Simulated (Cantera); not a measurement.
An adiabatic, constant-volume homogeneous reactor starts with H2 : O2 : N2 = 1 : 1.43 : 5.37 (molar parts), equivalence ratio 0.35, at 1750 K and 101000 Pa. Integrator tolerance rtol = 1e-08.

Cantera simulation using the H2/O2 subset of GRI-Mech 3.0, which has no nitrogen chemistry; the numbers are that mechanism's predictions, not measurements.

Task: What does this change do: pressure from 101000 Pa to 500000 Pa?

Result: 
```json
[
 {"quantity": "time of steepest temperature rise", "before": "8.18 µs", "after": "1.62 µs"},
 {"quantity": "temperature at 1.00 s", "before": "2634 K", "after": "2700 K"},
 {"quantity": "equilibrium temperature", "before": "2634 K", "after": "2700 K"},
 {"quantity": "x(H2) at 1.00 s", "before": "0.00325 (gas-phase equilibrium 0.00325)", "after": "0.00196 (gas-phase equilibrium 0.00196)"},
 {"quantity": "x(O2) at 1.00 s", "before": "0.119 (gas-phase equilibrium 0.119)", "after": "0.121 (gas-phase equilibrium 0.121)"},
 {"quantity": "x(O) at 1.00 s", "before": "0.00784 (gas-phase equilibrium 0.00784)", "after": "0.00469 (gas-phase equilibrium 0.00469)"},
 {"quantity": "x(H2O2) at 1.00 s", "before": "4.68e-7 (gas-phase equilibrium 4.68e-7)", "after": "1.24e-6 (gas-phase equilibrium 1.24e-6)"},
 {"quantity": "x(HO2) at 1.00 s", "before": "1.57e-5 (gas-phase equilibrium 1.57e-5)", "after": "2.82e-5 (gas-phase equilibrium 2.82e-5)"}
]
```
The hydrogen kinetics of GRI-Mech 3.0 are dated; newer H2 mechanisms differ, most at raised pressure.

Task: What does this change do: O2 1.43 to 0.54 parts?

Result: 
| quantity | before | after |
|---|---|---|
| time of steepest temperature rise | 8.18 µs | 12.3 µs |
| temperature at 1.00 s | 2634 K | 2707 K |
| equilibrium temperature | 2634 K | 2707 K |
| x(H2) at 1.00 s | 0.00325 (gas-phase equilibrium 0.00325) | 0.0155 (gas-phase equilibrium 0.0155) |
| x(O2) at 1.00 s | 0.119 (gas-phase equilibrium 0.119) | 0.0106 (gas-phase equilibrium 0.0106) |
| x(O) at 1.00 s | 0.00784 (gas-phase equilibrium 0.00784) | 0.00317 (gas-phase equilibrium 0.00317) |
| x(H2O2) at 1.00 s | 4.68e-7 (gas-phase equilibrium 4.68e-7) | 1.71e-7 (gas-phase equilibrium 1.71e-7) |
| x(HO2) at 1.00 s | 1.57e-5 (gas-phase equilibrium 1.57e-5) | 3.13e-6 (gas-phase equilibrium 3.13e-6) |
